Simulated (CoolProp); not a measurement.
The fluid at 312.19 K and 1.95 MPa flows at 9.6 m/s in a round tube of 10 mm bore and 15 µm roughness, fully developed (64/Re and Nu = 3.66 if laminar; Colebrook and Gnielinski if turbulent). The same conditions are run with several fluids, on thermodynamics alone (safety and materials aside).

The numbers come from the reference Helmholtz-energy equation of state of each fluid (R245fa: Akasaka 2015; R134a: Tillner-Roth 1994; o-xylene: Zhou 2012; n-butane: Bücker 2006; R236FA: Pan 2012) in CoolProp.

**Question.** Rank R245fa, R134a, o-xylene, n-butane, R236FA by Reynolds number, highest first.

**Answer.** R134a (665000), R236FA (510000), n-butane (377000), R245fa (364000), o-xylene (129000)

| fluid | Darcy friction factor | pressure drop (Pa/m) | heat-transfer coefficient (W/(m² K)) | mass flow (kg/h) |
|---|---|---|---|---|
| R245fa | 0.0223 | 134000 | 20000 | 3540 |
| R134a | 0.0221 | 118000 | 25200 | 3140 |
| o-xylene | 0.0233 | 93000 | 13200 | 2350 |
| n-butane | 0.0223 | 57500 | 19800 | 1520 |
| R236FA | 0.0222 | 135000 | 20600 | 3580 |

Transport values come from each fluid's own correlations; those of R245fa, R134a, R236FA are estimates that may be off by 10 % or more.
